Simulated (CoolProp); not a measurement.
The numbers come from the reference Helmholtz-energy equation of state, Wu 2011 in CoolProp.

**Question.** Give the vapour pressure (MPa), liquid density (kg/m³), liquid cp (kJ/(kg K)), vapour Z of saturated dimethyl ether at 269.8, 283.7 K.

**Answer.** 
| T (K) | p (MPa) | liquid density (kg/m³) | liquid cp (kJ/(kg K)) | vapour Z |
|---|---|---|---|---|
| 269.8 | 0.237 | 705 | 2.31 | 0.935 |
| 283.7 | 0.380 | 684 | 2.36 | 0.911 |
